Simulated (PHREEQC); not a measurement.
## Copper plating or etch bath: speciation

Consider water at 32 °C with 0.0068 mol CuSO4, 0.056 mol HNO3 and 0.00026 mol NaCl per kg of water. Closed to the air; pH follows from the charge balance.

The numbers come from PHREEQC with the ion-association model, phreeqc.dat.

Each row changes one thing in this solution. No solid was allowed to form.

| case | pH | ionic strength (mol/kgw) | Cu+2 (mol/kgw) | HSO4- (mol/kgw) | SO4-2 (mol/kgw) | CuSO4 (mol/kgw) | SI of Halite (NaCl) |
|---|---|---|---|---|---|---|---|
| as made | 1.37 | 0.0726 | 0.00637 | 0.00456 | 0.00181 | 0.000431 | -8.95 |
| HNO3 replaced by Fe(NO3)3 at the same molality | 1.75 | 0.315 | 0.00676 | 0.000288 | 0.000433 | 3.99e-5 | -9.17 |
| diluted 10-fold with water | 2.30 | 0.00783 | 0.000650 | ___ | 0.000454 | 3.05e-5 | -10.83 |
| temperature from 32 to 60 °C | 1.38 | 0.0715 | 0.00649 | 0.00538 | ___ | 0.000297 | -8.99 |
| HNO3 from 0.056 to 0.0504 mol/kgw | 1.41 | 0.0671 | 0.00632 | 0.00441 | 0.00192 | 0.000474 | -8.95 |
| diluted 2-fold with water | 1.65 | 0.0370 | 0.00318 | 0.00192 | 0.00126 | ___ | -9.51 |
| 0.0028 mol/kgw H2SO4 added | 1.34 | 0.0765 | 0.00624 | 0.00656 | 0.00248 | 0.000559 | -8.96 |

Task: Some entries are withheld; supply them.

Result: 
- diluted 10-fold with water, HSO4- (mol/kgw): 0.000195
- temperature from 32 to 60 °C, SO4-2 (mol/kgw): 0.00112
- diluted 2-fold with water, CuSO4 (mol/kgw): 0.000218

Species that the database lacks are ignored. Some of these states are supersaturated (in Hematite (slow to form), Goethite (slow to form), for instance). Constants without temperature data keep their 25 °C values here.
